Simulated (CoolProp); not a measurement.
Saturated liquid density (kg/m³) of R124: the reference equation beside estimates from Tc = 122.3 °C, pc = 36.24 bar, ω = 0.288. Rackett uses Z = 0.29056 − 0.08775 ω.

The numbers come from the reference Helmholtz-energy equation of state, de Vries 1995 in CoolProp.

| T (°C) | reference | Rackett | van der Waals | Redlich-Kwong |
|---|---|---|---|---|
| 10.85 | 1403 | 1429 | 844.9 | 1220 |
| 15.65 | 1387 | 1413 | 835.4 | 1203 |
| 20.55 | 1371 | 1395 | 825.4 | 1185 |
| 25.35 | 1354 | 1378 | 815.3 | 1168 |
| 30.15 | 1337 | 1361 | 805.0 | 1149 |
| 35.05 | 1320 | 1342 | 794.2 | 1130 |
| 39.85 | 1302 | 1324 | 783.2 | 1110 |
| 44.65 | 1284 | 1305 | 771.9 | 1089 |
| 49.55 | 1265 | 1285 | 760.0 | 1068 |
| 54.35 | 1246 | 1265 | 747.9 | 1046 |
| 59.15 | 1225 | 1244 | 735.4 | 1024 |
| 63.95 | 1205 | 1222 | 722.3 | 1000 |
| 68.85 | 1182 | 1199 | 708.4 | 975.0 |
| 73.65 | 1159 | 1176 | 694.1 | 949.3 |
| 78.45 | 1135 | 1151 | 679.1 | 922.3 |

Absolute difference from the reference over all 15 rows, mean and median: Rackett 1.6 and 1.6 %, van der Waals 39.9 and 39.9 %, Redlich-Kwong 15.4 and 15.2 %.
